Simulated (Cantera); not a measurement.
Equilibrium for silicon oxide and oxynitride deposition: Si₂H₆ + O₂ + H₂

Feed: 1 mol Si₂H₆, 0.28 mol O₂, 0.31 mol H₂, held at 0.260 bar.

These are equilibrium values from Cantera (NASA tables, ideal gas, pure condensed phases), not measurements of a reactor. Candidate condensed phases: H₂O, Si, SiO₂; 18 gas species. The feed counts by its element totals alone. Mutual solubility and eutectic melting of coexisting phases are not modelled. The tables hold silica as quartz up to 1696 K and as liquid above; real silica turns to tridymite and cristobalite and melts near 1996 K. Equilibrium is a limit: real reactors are often held back by kinetics, nucleation or transport.

From 277 °C to 502 °C the condensed part is Si(s) + SiO₂(α-quartz). From 577 °C to 1102 °C the condensed part is Si(s) + SiO₂(β-quartz).

| T (°C) | x H₂ | x SiO | x H | x H₂O | x SiH₂ | x SiH₄ | n Si(s) | n SiO₂(α-quartz) | n SiO₂(β-quartz) |
|---|---|---|---|---|---|---|---|---|---|
| 277 | 1.00 | <1e-12 | <1e-12 | <1e-12 | <1e-12 | 9.21e-9 | 1.72 | 0.280 | 0 |
| 352 | 1.00 | <1e-12 | <1e-12 | <1e-12 | <1e-12 | 1.85e-8 | 1.72 | 0.280 | 0 |
| 427 | 1.00 | <1e-12 | <1e-12 | <1e-12 | <1e-12 | 3.13e-8 | 1.72 | 0.280 | 0 |
| 502 | 1.00 | <1e-12 | 1.94e-12 | <1e-12 | <1e-12 | 4.72e-8 | 1.72 | 0.280 | 0 |
| 577 | 1.00 | 1.24e-12 | 4.02e-11 | 1.24e-11 | <1e-12 | 6.54e-8 | 1.72 | 0 | 0.280 |
| 652 | 1.00 | 6.74e-11 | 5.11e-10 | 1.32e-10 | 8.89e-12 | 8.55e-8 | 1.72 | 0 | 0.280 |
| 727 | 1.00 | 2.00e-9 | 4.45e-9 | 9.74e-10 | 9.37e-11 | 1.07e-7 | 1.72 | 0 | 0.280 |
| 802 | 1.00 | 3.68e-8 | 2.88e-8 | 5.42e-9 | 7.12e-10 | 1.30e-7 | 1.72 | 0 | 0.280 |
| 877 | 1.000 | 4.59e-7 | 1.46e-7 | 2.39e-8 | 4.15e-9 | 1.53e-7 | 1.72 | 0 | 0.280 |
| 952 | 1.000 | 4.17e-6 | 6.11e-7 | 8.78e-8 | 1.95e-8 | 1.77e-7 | 1.72 | 0 | 0.280 |
| 1027 | 1.000 | 2.93e-5 | 2.17e-6 | 2.76e-7 | 7.65e-8 | 2.01e-7 | 1.72 | 0 | 0.280 |
| 1102 | 1.000 | 0.000165 | 6.72e-6 | 7.65e-7 | 2.58e-7 | 2.26e-7 | 1.72 | 0 | 0.280 |
x: gas mole fraction; n: condensed amount in mol.
